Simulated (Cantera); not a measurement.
Input: 1 mol V, 0.13 mol N2O, 2.1 mol N2, at 1850 K and 42.0 mbar.

These are equilibrium values from Cantera (NASA tables, ideal gas, pure condensed phases), not measurements of a reactor. Candidate condensed phases: V, VN, VO, V2O3, V2O4, V2O5; 13 gas species. Mutual solubility and eutectic melting of coexisting phases are not modelled. VN, VO: taken at fixed stoichiometry. Condensed phases not in the tables: solid solutions among these carbides, nitrides and lower oxides, V2N. Equilibrium is a limit: real reactors are often held back by kinetics, nucleation or transport.

Base state: N2 1.000 (mole fractions); condensed: VN(s) + VO(s).

Question: What changes in the equilibrium state with this change: V replaced by Zr?

Answer: 
```
species                before   after
---------------------  ------  ------
N2                      1.000    1.00
VN(s), mol              0.870       0
VO(s), mol              0.130       0
ZrN(s), mol                 0   0.935
ZrO2(tetragonal), mol       0  0.0650
```
ZrN: taken at fixed stoichiometry. Condensed phases not in the tables: solid solutions among these carbides, nitrides and lower oxides. Further candidate phases: Zr, ZrN, ZrO2.
